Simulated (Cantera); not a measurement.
What does this Cantera script print?

```python
import numpy as np
import cantera as ct

gas_names = [...]  # 76 gases of nasa_gas.yaml made of C, H
cond_names = """
    C(gr) C6H6(L) C7H8(L) C8H18(L),n-octa
""".split()


# ... load() reads the species with a 1 bar reference pressure and builds the phases ...
atoms = {
    'CH4': {'C': 1, 'H': 4},
    'H2': {'H': 2},
}
top_T = {'C(gr)': 4500}  # K; cautious upper limits of use, not melting points


# ... equilibrate(T, P, feed) seeds the gas with the atoms and calls Mixture.equilibrate('TP', solver="vcs", rtol=1e-11, max_steps=5000) ...
results = []
feed = {'CH4': 1, 'H2': 5.6}  # mol
T = 1650  # K
P = 1000  # Pa
mix = equilibrate(T, P, feed)
results.append((T, P, feed, dict(zip(mix.species_names, mix.species_moles))))
print(gas.report(threshold=1e-05))
for i in range(1, mix.n_phases):
    print(f"{mix.phase(i).name:16s} {mix.phase_moles(i):12.5e} mol")
```

Result:

```
       temperature   1650 K
          pressure   1000 Pa
           density   0.00014698 kg/m^3
  mean mol. weight   2.0164 kg/kmol
   phase of matter   gas

                          1 kg             1 kmol
                     ---------------   ---------------
          enthalpy        2.0547e+07         4.143e+07  J
   internal energy        1.3743e+07        2.7711e+07  J
           entropy        1.0928e+05        2.2034e+05  J/K
    Gibbs function       -1.5976e+08       -3.2213e+08  J
 heat capacity c_p             16334             32936  J/K
 heat capacity c_v             12211             24622  J/K

                      mass frac. Y      mole frac. X     chem. pot. / RT
                     ---------------   ---------------   ---------------
               CH4        0.00010553        1.3263e-05           -49.354
    C2H2,acetylene        0.00058848        4.5571e-05           -28.234
                 H        0.00045392        0.00090801           -11.745
                H2           0.99885           0.99903           -23.491
     [  +72 minor]        2.3257e-06        2.8056e-07

C(gr)             9.99204e-01 mol
```

Method: chemical equilibrium by Gibbs-energy minimisation in Cantera with the NASA 1993 tables (ideal gas, pure condensed phases).
